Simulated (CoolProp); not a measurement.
Saturation properties of normal hydrogen (Tc = 33.1 K, pc = 1.296 MPa, ω = -0.219).

Computed with CoolProp (reference Helmholtz-energy equation of state, Leachman 2009).

```tsv
T (K)	p (MPa)	liquid cp (kJ/(kg K))	vapour Z	surface tension (mN/m)	vapour viscosity (µPa s)
23.1	0.2094	11.57	0.8481	1.44	1.15
23.9	0.2523	12.23	0.8286	1.31	1.20
24.8	0.3076	13.09	0.8050	[?]	1.26
25.6	0.3635	13.98	[?]	1.03	1.32
26.5	0.4345	15.19	0.7553	0.880	1.38
27.3	0.5053	16.52	0.7292	0.752	1.44
28.2	0.5942	18.46	0.6973	0.611	1.52
29	0.6821	20.81	0.6661	0.490	1.60
29.8	[?]	24.19	0.6317	0.374	1.69
30.7	0.8988	30.50	0.5872	0.251	1.81
31.5	1.016	41.86	0.5397	0.153	[?]
32.4	1.162	85.59	0.4672	0.0657	2.21
```

Some entries are withheld; supply them.


- 24.8, surface tension (mN/m): 1.16
- 25.6, vapour Z: 0.7825
- 29.8, p (MPa): 0.7787
- 31.5, vapour viscosity (µPa s): 1.96

It boils at 20.4 K under 1 atm.

Viscosity comes from a separate model (Muzny 2013). Surface tension comes from a separate correlation (Mulero 2012).
